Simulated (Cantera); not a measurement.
An adiabatic, constant-pressure homogeneous reactor starts with 5.73 % CH4, 19.8 % O2, 74.5 % N2, at 1350 K and 0.385 atm.

Detailed kinetics in Cantera: GRI-Mech 3.0 (53 species, 325 reactions).

Question: Predict: time of steepest temperature rise; temperature at 4.00 s; equilibrium temperature; x(O2) at 4.00 s.

Answer: 
```json
{
  "time_of_steepest_temperature_rise": "9.74 ms",
  "temperature at 4.00 s": "2382 K",
  "equilibrium_temperature": "2382 K",
  "x(O2) at 4.00 s": "0.0768 (gas-phase equilibrium 0.0768)"
}
```
